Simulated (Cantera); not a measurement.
Thermodynamics of boron, boron nitride and boron oxide, feed BF3 + H2O

Input: 1 mol BF3, 0.27 mol H2O, equilibrated at 0.100 bar.

These are equilibrium values from Cantera (NASA tables, ideal gas, pure condensed phases), not measurements of a reactor. Candidate condensed phases: B, B2O3, B3O3H3, H2O; 43 gas species. The tables' values for BF2 are old estimates; treat these amounts as uncertain. Gases not in the tables: H3BO3. Rates play no part.

```csv
T (K),log p BF3,log p HF,log p BOF,log p H2O,log p B3O3F3,log p HBO2
1300,-1.23,-1.55,-2.59,-2.25,-2.42,-3.81
1350,-1.24,-1.54,-2.34,-2.31,-2.49,-3.62
1400,-1.25,-1.52,-2.14,-2.40,-2.62,-3.49
1450,-1.27,-1.51,-1.98,-2.50,-2.85,-3.44
1500,-1.28,-1.50,-1.88,-2.64,-3.20,-3.48
1550,-1.30,-1.49,-1.82,-2.80,-3.64,-3.59
1600,-1.31,-1.48,-1.79,-2.99,-4.12,-3.75
1650,-1.31,-1.47,-1.78,-3.18,-4.61,-3.93
1700,-1.32,-1.46,-1.77,-3.38,-5.09,-4.12
1750,-1.32,-1.46,-1.76,-3.57,-5.55,-4.30
1800,-1.32,-1.46,-1.76,-3.75,-5.98,-4.47
1850,-1.32,-1.46,-1.76,-3.93,-6.40,-4.64
1900,-1.32,-1.46,-1.76,-4.10,-6.79,-4.81
```
log p: log10 of the partial pressure in bar; nothing condenses.

From 1300 K to 1900 K nothing is condensed.
